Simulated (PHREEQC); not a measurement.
Sulfide liquor: an equilibrium model

A solution holds 0.18 mol/kgw NH4HS and 0.022 mol/kgw HCl, at 20 °C. It is in equilibrium with CO2 at log p = -3.4 (atm). Otherwise closed; pH follows from the charge balance.

All values are PHREEQC results (ion-association model, wateq4f.dat), not measurements.

The pH comes out as 7.65 and the ionic strength comes out as 0.178 mol/kgw. The activity of water is 0.993 and the total alkalinity comes out as 158 meq/kg.

```
species  molality  activity   log γ
-------  --------  --------  ------
NH4+        0.178     0.134  -0.123
HS-         0.155     0.112  -0.144
H2S        0.0247    0.0258   0.018
Cl-        0.0220    0.0159  -0.141
NH3       0.00236   0.00236   0.000
HCO3-    0.000377  0.000285  -0.122
CO2       1.50e-5   1.56e-5   0.018
CO3-2     1.64e-6   5.31e-7  -0.488
S-2       1.35e-6   4.21e-7  -0.504
OH-       4.16e-7   2.99e-7  -0.144
H+        2.81e-8   2.26e-8  -0.095
```

Precipitation was switched off in this run. The polysulfide entries of wateq4f.dat were taken out for this run.
